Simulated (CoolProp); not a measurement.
Computed with CoolProp (reference Helmholtz-energy equation of state, Thol 2016).

Task: For hexamethyldisiloxane (MM), give the phase and the cp (kJ/(kg K)), Joule-Thomson coefficient (K/MPa) at 585 K and 43.5 kPa; 585 K and 353 kPa; 585 K and 1700 kPa.

Result: 
- 585 K and 43.5 kPa: gas; cp 2.20, Joule-Thomson coefficient 6.13
- 585 K and 353 kPa: gas; cp 2.22, Joule-Thomson coefficient 6.45
- 585 K and 1700 kPa: gas; cp 2.35, Joule-Thomson coefficient 8.09
